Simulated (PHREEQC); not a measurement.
Cooling-tower water

Model water analysis in mg/kgw, 25 °C, pH 7.48, pe 8.2:

```json
[
 {"constituent": "Na", "mg/kgw": "221"},
 {"constituent": "K", "mg/kgw": "0.184"},
 {"constituent": "Ca", "mg/kgw": "156"},
 {"constituent": "Mg", "mg/kgw": "34.6"},
 {"constituent": "Cl", "mg/kgw": "471"},
 {"constituent": "S(6) as SO4", "mg/kgw": "17.7"},
 {"constituent": "Alkalinity as HCO3", "mg/kgw": "408"},
 {"constituent": "Cu(2)", "mg/kgw": "38.6"},
 {"constituent": "Si as SiO2", "mg/kgw": "0.834"}
]
```

Valence states are taken as typed.

The numbers come from PHREEQC with the ion-association model, wateq4f.dat.

The ionic strength comes out as 0.0246 mol/kgw and the charge-balance error comes out as 2.9 %.

```
species  molality  activity   log γ
-------  --------  --------  ------
Cl-        0.0133    0.0114  -0.067
Na+       0.00959   0.00826  -0.065
HCO3-     0.00526   0.00455  -0.063
Ca+2      0.00370   0.00208  -0.251
Mg+2      0.00136  0.000773  -0.245
CuCO3    0.000348  0.000350   0.002
CO2      0.000337  0.000339   0.002
Cu(OH)2  0.000191  0.000192   0.002
CaHCO3+  0.000139  0.000121  -0.061
```

Precipitation was switched off in this run. Saturation is exceeded, for instance for Malachite, Atacamite; the values hold only as long as no solid forms. The database's constant for dissolved Cu(OH)2 is higher than later reviews accept.
